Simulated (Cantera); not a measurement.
A freely propagating, adiabatic, planar premixed flame of CH4 : O2 : N2 : CO2 = 1 : 1.67 : 6.27 : 0.023 (molar parts), equivalence ratio 1.2, unburnt at 675 K and 4.93 atm; mixture-averaged transport, grid criteria slope 0.08 and curve 0.16, no radiation.

Cantera simulation using GRI-Mech 3.0 (53 species, 325 reactions); the numbers are that mechanism's predictions, not measurements. Burning velocities carry a grid error of a few per cent, more on coarse grids.

Q: Predict: laminar burning velocity; thermal thickness; peak x(C2H2); peak x(CO); peak x(C2H6).

A: 
```json
{
  "laminar_burning_velocity": "86.6 cm/s",
  "thermal_thickness": "0.0964 mm",
  "peak x(C2H2)": "0.000754",
  "peak x(CO)": "0.0624",
  "peak x(C2H6)": "0.00129"
}
```
